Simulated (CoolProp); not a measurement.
Toluene along the isobar 45.5 bar: fugacity coefficient from the reference equation and from simpler models built on Tc = 591.7 K, pc = 41.26 bar, ω = 0.266; each cubic takes its own stable root.

Computed with CoolProp (reference Helmholtz-energy equation of state, Lemmon 2006). It is a short technical equation, of lower accuracy than the large ones.

| T (K) | phase | reference | van der Waals | Redlich-Kwong | Soave-Redlich-Kwong | Peng-Robinson |
|---|---|---|---|---|---|---|
| 318.4 | liquid | 0.002629 | 0.05218 | 0.006562 | 0.002615 | 0.002689 |
| 335.5 | liquid | 0.005285 | 0.07009 | 0.01205 | 0.005281 | 0.005352 |
| 352.6 | liquid | 0.009781 | 0.09136 | 0.02049 | 0.009831 | 0.009843 |
| 369.6 | liquid | 0.01682 | 0.1159 | 0.03257 | 0.01701 | 0.01687 |
| 386.7 | liquid | 0.02732 | 0.1439 | 0.04918 | 0.02782 | 0.02737 |
| 403.8 | liquid | 0.04212 | 0.1752 | 0.07086 | 0.04318 | 0.04222 |
| 420.8 | liquid | 0.06193 | 0.2093 | 0.09788 | 0.06388 | 0.06215 |
| 437.9 | liquid | 0.08770 | 0.2466 | 0.1308 | 0.09100 | 0.08820 |
| 455 | liquid | 0.1199 | 0.2864 | 0.1696 | 0.1251 | 0.1209 |
| 472 | liquid | 0.1588 | 0.3283 | 0.2137 | 0.1663 | 0.1604 |
| 489.1 | liquid | 0.2047 | 0.3724 | 0.2632 | 0.2153 | 0.2073 |
| 506.2 | liquid | 0.2576 | 0.4180 | 0.3174 | 0.2715 | 0.2612 |
| 523.2 | liquid | 0.3164 | 0.4643 | 0.3751 | 0.3339 | 0.3212 |
| 540.3 | liquid | 0.3812 | 0.5116 | 0.4359 | 0.4022 | 0.3869 |
| 557.4 | liquid | 0.4504 | 0.5587 | 0.4981 | 0.4744 | 0.4565 |
| 574.5 | liquid | 0.5224 | 0.6050 | 0.5600 | 0.5481 | 0.5276 |
